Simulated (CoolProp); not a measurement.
A single-stage vapour-compression cycle with the fluid: evaporating at 323.15 K (dew point), condensing at 368.15 K (bubble point), superheat 5 K, subcooling 5 K, compressor efficiency 0.9, no pressure losses. The same conditions are run with several fluids, on thermodynamics alone (safety and materials aside).

The numbers come from the reference Helmholtz-energy equation of state of each fluid (R113: Marx 1992; R245fa: Akasaka 2015; dimethyl carbonate: Zhou 2011; cis-2-butene: Lemmon 2005; n-perfluoropentane: Gao 2022; trans-2-butene: Lemmon 2005) in CoolProp.

```csv
fluid,cooling COP,pressure ratio,discharge temperature (K),refrigerating effect (kJ/kg),volumetric capacity (kJ/m³)
R113,5.49,(withheld),368.2,108,851
R245fa,5.13,3.28,368.2,123,2290
dimethyl carbonate,5.83,5.08,373.5,332,258
cis-2-butene,5.32,2.87,373.2,273,2790
n-perfluoropentane,(withheld),3.36,368.2,42.7,1010
trans-2-butene,5.22,2.83,(withheld),258,2880
```

**Question.** Fill in the missing entries.

**Answer.** 
- R113, pressure ratio: 3.53
- n-perfluoropentane, cooling COP: 4.15
- trans-2-butene, discharge temperature (K): 371.0

The compression ends wet for: R113; R245fa; n-perfluoropentane.
